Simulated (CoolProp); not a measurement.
Saturation properties of R1123 (Tc = 58.6 °C, pc = 4549 kPa, ω = 0.243).

Model: reference Helmholtz-energy equation of state, Akasaka 2020, in CoolProp.

| T (°C) | p (kPa) | liquid density (kg/m³) | vapour density (kg/m³) | enthalpy of vaporisation (kJ/kg) |
|---|---|---|---|---|
| -18.15 | 612.6 | 1197 | 27.16 | 190.5 |
| -13.45 | … | 1179 | 31.70 | 186.0 |
| -8.65 | 834.8 | 1160 | … | 181.2 |
| -3.95 | 964.7 | 1140 | 42.83 | 176.2 |
| 0.75 | 1109 | 1120 | 49.46 | 171.0 |
| 5.45 | 1269 | 1099 | 56.98 | 165.5 |
| 10.25 | 1449 | 1076 | … | 159.6 |
| 14.95 | 1643 | 1053 | … | 153.3 |
| 19.65 | 1856 | 1028 | 86.59 | 146.7 |
| 24.35 | 2089 | 1001 | 99.41 | 139.5 |
| 29.05 | 2343 | 973.1 | 114.3 | 131.7 |
| 33.85 | 2626 | 941.6 | 132.2 | 122.8 |
| 38.55 | 2927 | 907.4 | 153.1 | 113.2 |
| 43.25 | 3255 | 868.7 | 178.9 | 102.1 |
| 47.95 | 3611 | 822.8 | 212.2 | 88.80 |

Q: Complete the blanks.

A: 
- -13.45, p (kPa): 716.1
- -8.65, vapour density (kg/m³): 36.97
- 10.25, vapour density (kg/m³): 65.70
- 14.95, vapour density (kg/m³): 75.45

It boils at -61.2 °C under 1 atm.
